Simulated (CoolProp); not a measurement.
The fluid at 293.15 K and 7.04 MPa expands adiabatically to 1.62 MPa with isentropic efficiency 0.9. The same conditions are run with several fluids, on thermodynamics alone (safety and materials aside).

Values from CoolProp's reference Helmholtz-energy equation of state of each fluid (CF4 (R14): Platzer 1990; normal hydrogen: Leachman 2009; fluorine: de Reuck 1990; dry air: Lemmon 2000; nitrogen: Span 2000). The equations of Platzer and Polt are older, rougher fits. Blends and air are pseudo-pure fits.

```json
[
 {"fluid": "CF4 (R14)", "work (kJ/kg)": "24.3", "final temperature (K)": "223.4", "final phase": "gas", "final density (kg/m³)": "…"},
 {"fluid": "normal hydrogen", "work (kJ/kg)": "…", "final temperature (K)": "…", "final phase": "…", "final density (kg/m³)": "…"},
 {"fluid": "fluorine", "work (kJ/kg)": "66.9", "final temperature (K)": "…", "final phase": "gas", "final density (kg/m³)": "37.9"},
 {"fluid": "dry air", "work (kJ/kg)": "87.2", "final temperature (K)": "…", "final phase": "gas", "final density (kg/m³)": "29.5"},
 {"fluid": "nitrogen", "work (kJ/kg)": "90.8", "final temperature (K)": "199.0", "final phase": "gas", "final density (kg/m³)": "…"}
]
```

### Question
What belongs in the gaps?

### Answer

- CF4 (R14), final density (kg/m³): 93.1
- normal hydrogen, work (kJ/kg): 1330
- normal hydrogen, final temperature (K): 200.2
- normal hydrogen, final phase: supercritical
- normal hydrogen, final density (kg/m³): 1.94
- fluorine, final temperature (K): 202.3
- dry air, final temperature (K): 198.8
- nitrogen, final density (kg/m³): 28.4
